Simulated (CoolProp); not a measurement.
A single-stage vapour-compression cycle with the fluid: evaporating at 199.15 K (dew point), condensing at 228.15 K (bubble point), superheat 5 K, subcooling 2 K, compressor efficiency 0.9, no pressure losses. The same conditions are run with several fluids, on thermodynamics alone (safety and materials aside).

The numbers come from the reference Helmholtz-energy equation of state of each fluid (propylene: Lemmon 2013; propane: Lemmon 2009; CH2F2 (R32): Tillner-Roth 1997; CH3F (R41): Lemmon 2006; R143a: Lemmon and Jacobsen 2000; hydrogen sulfide: Lemmon 2006) in CoolProp.

```
fluid             cooling COP  pressure ratio  discharge temperature (K)  refrigerating effect (kJ/kg)  volumetric capacity (kJ/m³)
----------------  -----------  --------------  -------------------------  ----------------------------  ---------------------------
propylene                5.56            4.48                      263.2                           415                          265
propane                  5.60            4.65                      257.9                           405                          204
CH2F2 (R32)              5.32            5.03                      295.4                           366                          319
CH3F (R41)               5.31            3.71                      284.4                           430                         1160
R143a                    5.56            4.82                      255.3                           213                          250
hydrogen sulfide         5.32            4.34                      303.2                           513                          500
```
